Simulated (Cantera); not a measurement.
Input: 1 mol Cr₂O₃, 31 mol H₂, a varied amount of N₂, at 1330 Pa.

These are equilibrium values from Cantera (NASA tables, ideal gas, pure condensed phases), not measurements of a reactor. Candidate condensed phases: Cr, CrN, Cr₂N, Cr₂O₃, H₂O; 29 gas species. Mutual solubility and eutectic melting of coexisting phases are not modelled. Rates play no part.

**Question.** What condenses at these points (T in K, n(N₂) in mol): (1675, 3.9); (925, 6.9); (1375, 6.9); (1075, 21); (925, 2.2); (1975, 21); (2125, 21)?

**Answer.** 
```tsv
T (K)	n(N₂) in mol	condensed phases	Cr condensed (%)
1675	3.9	Cr + Cr₂O₃	98.2
925	6.9	CrN + Cr₂O₃	100.0
1375	6.9	Cr + Cr₂O₃	100.0
1075	21	Cr₂N + Cr₂O₃	100.0
925	2.2	CrN + Cr₂O₃	100.0
1975	21	Cr₂O₃	62.2
2125	21	gas only	0.0
```
